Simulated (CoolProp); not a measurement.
Decamethylcyclopentasiloxane (D5) along the isobar 6.13 MPa: density (kg/m³) from the reference equation and from simpler models built on Tc = 618.3 K, pc = 1.078 MPa, ω = 0.631; each cubic takes its own stable root.

Values from CoolProp's reference Helmholtz-energy equation of state, Thol 2019.

```
T (K)   phase  reference
-----  ------  ---------
324.1  liquid      935.5
347.9  liquid      911.7
371.7  liquid      888.1
395.5  liquid      864.4
419.3  liquid      840.7
443.1  liquid      816.8
466.9  liquid      792.5
490.7  liquid      767.8
514.4  liquid      742.6
```

Question: How far does each simpler model (Redlich-Kwong, Soave-Redlich-Kwong, Peng-Robinson) lie from the reference over these 9 states: mean and median of the absolute difference, and the worst?

Answer: 
- Redlich-Kwong: mean 15.4 %, median 15.4 %, worst -17.6 % at 324.1 K and 6.13 MPa
- Soave-Redlich-Kwong: mean 11.3 %, median 11.0 %, worst -14.1 % at 324.1 K and 6.13 MPa
- Peng-Robinson: mean 1.5 %, median 1.4 %, worst -3.8 % at 324.1 K and 6.13 MPa
